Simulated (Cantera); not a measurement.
## Gas-phase reforming

An isothermal, constant-pressure homogeneous reactor starts with 37.7 % CH4, 60.3 % H2O, 2.03 % H2, at 1900 K and 31000 Pa.

Detailed kinetics in Cantera: GRI-Mech 3.0 (53 species, 325 reactions).

| t (s) | x CH4 | x H2O | x H2 | x C2H4 | x C2H6 | x CH2 |
|---|---|---|---|---|---|---|
| 1.00e-5 | 0.375 | 0.602 | 0.0210 | 9.45e-6 | 6.84e-6 | 2.98e-7 |
| 3.83e-5 | 0.369 | 0.601 | 0.0240 | 0.000522 | 0.000201 | 3.26e-6 |
| 0.000147 | 0.320 | 0.586 | 0.0647 | 0.0123 | 0.00135 | 1.55e-5 |
| 0.000562 | 0.169 | 0.512 | 0.237 | 0.00942 | 0.000445 | 1.14e-5 |
| 0.00215 | 0.0625 | 0.447 | 0.369 | 0.00118 | 6.49e-5 | 6.46e-6 |
| 0.00825 | 0.0223 | 0.383 | 0.450 | 0.000309 | 9.37e-6 | 3.73e-6 |
| 0.0316 | 0.0146 | 0.284 | 0.531 | 0.000178 | 3.33e-6 | 1.99e-6 |
| 0.121 | 0.00783 | 0.181 | 0.613 | 6.55e-5 | 7.79e-7 | 7.66e-7 |
| 0.464 | 0.00192 | 0.127 | 0.658 | 5.70e-6 | 4.24e-8 | 1.50e-7 |
| 1.78 | 2.79e-6 | 0.120 | 0.664 | 1.16e-10 | <1e-12 | 2.06e-10 |
| 6.81 | 3.89e-9 | 0.120 | 0.664 | <1e-12 | <1e-12 | <1e-12 |
| 26.1 | 3.89e-9 | 0.120 | 0.664 | <1e-12 | <1e-12 | <1e-12 |
| 100 | 3.89e-9 | 0.120 | 0.664 | <1e-12 | <1e-12 | <1e-12 |
x: mole fraction; the columns are a selection and need not sum to one.

Equilibrium at this temperature and pressure: CH4 4.76e-9, H2O 0.120, H2 0.664, C2H4 <1e-12, C2H6 <1e-12, CH2 <1e-12 (gas phase only).
